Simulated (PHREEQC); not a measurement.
Phosphoric acid bath: an equilibrium model

Make-up at 25 °C: 0.001 mol/kgw KH2PO4, 0.00064 mol/kgw HNO3 and 0.24 mol/kgw ZnSO4. Closed to the air; pH follows from the charge balance.

Equilibrium calculation in PHREEQC: ion-association model, wateq4f.dat.

Each row changes one thing in this solution. Precipitation was switched off in this run.

```json
[
 {"case": "as made", "pH": "3.74", "ionic strength (mol/kgw)": "0.440", "K+ (mol/kgw)": "0.000912", "HSO4- (mol/kgw)": "0.000387", "KSO4- (mol/kgw)": "8.81e-5", "H3PO4 (mol/kgw)": "1.67e-5", "SI of Goslarite (ZnSO4:7H2O)": "-1.43", "SI of Zn3(PO4)2:4w (Zn3(PO4)2:4H2O)": "-3.08"},
 {"case": "0.049 mol/kgw H3PO4 added", "pH": "2.07", "ionic strength (mol/kgw)": "0.466", "K+ (mol/kgw)": "0.000918", "HSO4- (mol/kgw)": "0.0167", "KSO4- (mol/kgw)": "(withheld)", "H3PO4 (mol/kgw)": "0.0219", "SI of Goslarite (ZnSO4:7H2O)": "-1.45", "SI of Zn3(PO4)2:4w (Zn3(PO4)2:4H2O)": "(withheld)"},
 {"case": "temperature from 25 to 30 °C", "pH": "3.77", "ionic strength (mol/kgw)": "0.438", "K+ (mol/kgw)": "0.000905", "HSO4- (mol/kgw)": "0.000403", "KSO4- (mol/kgw)": "9.45e-5", "H3PO4 (mol/kgw)": "1.65e-5", "SI of Goslarite (ZnSO4:7H2O)": "-1.48", "SI of Zn3(PO4)2:4w (Zn3(PO4)2:4H2O)": "-2.88"},
 {"case": "KH2PO4 from 0.001 to 0.0002 mol/kgw", "pH": "3.73", "ionic strength (mol/kgw)": "0.439", "K+ (mol/kgw)": "0.000182", "HSO4- (mol/kgw)": "0.000395", "KSO4- (mol/kgw)": "1.76e-5", "H3PO4 (mol/kgw)": "3.40e-6", "SI of Goslarite (ZnSO4:7H2O)": "-1.43", "SI of Zn3(PO4)2:4w (Zn3(PO4)2:4H2O)": "-4.51"}
]
```

### Question
Fill in the missing entries.

### Answer

- 0.049 mol/kgw H3PO4 added, KSO4- (mol/kgw): 8.16e-5
- 0.049 mol/kgw H3PO4 added, SI of Zn3(PO4)2:4w (Zn3(PO4)2:4H2O): -6.78

Complexes and solids missing from the database can't appear. H3PO4, which wateq4f.dat lacks, is added to it with the constant of phreeqc.dat. The database has no phosphate complexes of Zn.
